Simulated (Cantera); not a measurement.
Feed: 1 mol PbO, 0.41 mol C, 0.013 mol CO, held at 55000 Pa.

Method: chemical equilibrium by Gibbs-energy minimisation in Cantera with the NASA 1993 tables (ideal gas, pure condensed phases). Candidate condensed phases: C, Pb, PbO, PbO2, Pb3O4; 15 gas species. Gases not in the tables: (PbO)n polymers. Equilibrium is a limit: real reactors are often held back by kinetics, nucleation or transport. All values below are at 1575 °C.

Base state: Pb 0.571, CO2 0.285, PbO 0.130, CO 0.0124, Pb2 0.00120, O2 0.000106 (mole fractions); condensed: gas only.

Q: What changes in the equilibrium state with this change: C from 0.41 to 7.7 mol?

A: 
```
species             before     after
----------------  --------  --------
CO                  0.0124     0.504
Pb                   0.571     0.495
Pb2                0.00120  0.000901
CO2                  0.285   7.87e-6
PbO                  0.130   7.67e-8
O2                0.000106     <1e-9
C(graphite), mol         0      6.70
```
